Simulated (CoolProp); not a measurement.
Model: reference Helmholtz-energy equation of state, Wu 2011, in CoolProp.

Q: Give the vapour pressure (MPa), liquid cp (kJ/(kg K)), vapour viscosity (µPa s) of saturated dimethyl ether at 281.3 K.

A: 
```
T (K)  p (MPa)  liquid cp (kJ/(kg K))  vapour viscosity (µPa s)
-----  -------  ---------------------  ------------------------
281.3    0.352                   2.35                      8.86
```

Viscosity comes from a separate model (Meng 2012).
